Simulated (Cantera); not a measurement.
Charge: 1 mol SO2, 0.68 mol H2, 0.051 mol O2, held at 848 K and 0.135 Torr.

Equilibrium computed with Cantera from the NASA thermochemical tables; the gas is ideal and each condensed phase is pure. Candidate condensed phases: H2O, H2SO4, S; 19 gas species. Gases not in the tables: S3 to S7. Equilibrium is a limit: real reactors are often held back by kinetics, nucleation or transport.

Base state: SO2 0.468, H2O 0.434, S2 0.0872, H2S 0.00792, H2 0.00213, S2O 0.000806, SO 1.54e-5 (mole fractions); condensed: gas only.

What changes in the equilibrium state with this change: temperature from 848 K to 2075 K?


| species | before | after |
|---|---|---|
| SO2 | 0.468 | 0.405 |
| H2O | 0.434 | 0.213 |
| SO | 1.54e-5 | 0.141 |
| H2 | 0.00213 | 0.129 |
| H | <1e-9 | 0.0713 |
| OH | <1e-9 | 0.0134 |
| S | 1.45e-9 | 0.0156 |
| S2 | 0.0872 | 0.00168 |
| O | <1e-9 | 0.00532 |
| O2 | <1e-9 | 0.00375 |
| SH | 2.23e-6 | 0.00123 |
| H2S | 0.00792 | 3.44e-5 |
